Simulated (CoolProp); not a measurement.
A simple Rankine cycle with trans-2-butene: condensing at 312.15 K, boiler at 1.49 MPa, turbine inlet 412.5 K, turbine efficiency 0.85, pump efficiency 0.6, no recuperator. Each further row changes one setting.

Model: reference Helmholtz-energy equation of state, Lemmon 2005, in CoolProp. It is a short technical equation, of lower accuracy than the large ones.

```tsv
case	thermal efficiency (%)	net work (kJ/kg)	heat in (kJ/kg)	turbine exit temperature (K)	volume ratio over the turbine
as stated	11.3	59.1	525	?	4.22
turbine inlet 432.5 K	11.2	63.7	570	387.7	?
condensing temperature 304.15 K	12.7	?	544	360.2	5.29
boiler pressure 1.04 MPa	8.7	47.1	?	?	2.88
turbine efficiency 0.75	9.9	51.8	525	370.6	4.27
```

Task: Complete the blanks.

Result: 
- as stated, turbine exit temperature (K): 366.8
- turbine inlet 432.5 K, volume ratio over the turbine: 4.16
- condensing temperature 304.15 K, net work (kJ/kg): 69.0
- boiler pressure 1.04 MPa, heat in (kJ/kg): 538
- boiler pressure 1.04 MPa, turbine exit temperature (K): 379.9
